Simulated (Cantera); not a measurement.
Feed: 1 mol MgCO3, 0.18 mol H2O, held at 2098.15 K and 4.60 mbar.

Cantera equilibrium calculation (NASA polynomials, part measured and part estimated; ideal gas, pure solids and liquids). Candidate condensed phases: C, C6H6, C7H8, C8H18, H2O, Mg, MgCO3, MgO, Mg(OH)2; 116 gas species. Rates play no part.

Base state: CO2 0.670, H2O 0.130, CO 0.119, O2 0.0577, OH 0.0103, O 0.00486, H2 0.00469, H 0.00311 (mole fractions); condensed: MgO(s).

### Question
What changes in the equilibrium state with this change: temperature from 2098.15 K to 1623.15 K?

### Answer
```json
[
 {"species": "CO2", "before": "0.670", "after": "0.839"},
 {"species": "H2O", "before": "0.130", "after": "0.152"},
 {"species": "CO", "before": "0.119", "after": "0.00599"},
 {"species": "O2", "before": "0.0577", "after": "0.00308"},
 {"species": "OH", "before": "0.0103", "after": "0.000347"},
 {"species": "Mg(OH)2", "before": "1.08e-5", "after": "1.42e-7"},
 {"species": "Mg", "before": "0.000451", "after": "9.50e-9"},
 {"species": "MgO", "before": "2.82e-5", "after": "<1e-9"},
 {"species": "MgO(s), mol", "before": "0.999", "after": "1.00"}
]
```

### Question
What changes in the equilibrium state with this change: pressure from 4.60 mbar to 15.0 mbar?

### Answer
```
species        before    after
-----------  --------  -------
CO2             0.670    0.723
H2O             0.130    0.138
CO              0.119   0.0841
O2             0.0577   0.0411
OH             0.0103  0.00721
Mg           0.000451  9.08e-5
MgO           2.82e-5  8.65e-6
H             0.00311  0.00143
MgOH          3.17e-5  1.46e-5
O             0.00486  0.00227
MgO(s), mol     0.999    1.000
```
